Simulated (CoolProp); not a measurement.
R1336mzz(Z) at 293.15 K and 0.0191 MPa is throttled through a valve to 0.00149 MPa with no heat exchange. Each further row changes one setting.

Computed with CoolProp (reference Helmholtz-energy equation of state, McLinden 2020).

| case | temperature change (K) | final density (kg/m³) |
|---|---|---|
| as stated | -0.7 | 0.101 |
| outlet pressure 0.000447 MPa | -0.8 | 0.0302 |
| outlet pressure 0.00194 MPa | -0.7 | 0.131 |
